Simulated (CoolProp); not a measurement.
Vapour-liquid equilibrium of n-hexane (1) + toluene (2) at 0.572 bar; x and y are mole fractions of (1).

Computed with CoolProp (multi-fluid Helmholtz-energy mixture model, Thol 2019 and Lemmon 2006; pair parameters Bell 2016).

```
x      bubble temperature (K)  y at the bubble point  dew temperature at overall composition x (K)  liquid density (mol/L)
-----  ----------------------  ---------------------  --------------------------------------------  ----------------------
0.05                    359.1                  0.205                                         363.5                   8.621
0.125                   352.6                  0.406                                         361.4                   8.538
0.2                     347.7                  0.536                                         359.3                   8.442
0.275                   343.8                  0.627                                         357.0                   8.338
0.35                    340.7                  0.695                                         354.5                   8.230
0.425                   338.1                  0.749                                         351.9                   8.120
0.5                     335.8                  0.793                                         349.1                   8.010
0.575                   333.8                  0.832                                         346.1                   7.900
0.65                    331.9                  0.866                                         342.8                   7.791
0.725                   330.2                  0.897                                         339.3                   7.685
0.8                     328.6                  0.926                                         335.4                   7.580
0.875                   327.1                  0.955                                         331.4                   7.477
0.95                    325.7                  0.982                                         327.4                   7.377
```

No azeotrope shows between x = 0.05 and 0.95.

Pair parameters are fitted to limited data, so mixtures are less certain than the pure fluids.
